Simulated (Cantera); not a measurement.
Charge: 1 mol AlCl3, 1.7 mol HCl, 1.3 mol N2, held at 948.15 K and 7.50 Torr.

These are equilibrium values from Cantera (NASA tables, ideal gas, pure condensed phases), not measurements of a reactor. Candidate condensed phases: Al, AlCl3, AlN, NH4Cl; 20 gas species. The numbers say what is thermodynamically allowed, not how fast it happens.

Base state: HCl 0.425, N2 0.325, AlCl3 0.250, Al2Cl6 0.000133 (mole fractions); condensed: gas only.

Problem. What changes in the equilibrium state with this change: pressure from 7.50 Torr to 143 Torr?

Solution. 
```
species    before    after
-------  --------  -------
HCl         0.425    0.426
N2          0.325    0.326
AlCl3       0.250    0.246
Al2Cl6   0.000133  0.00244
```
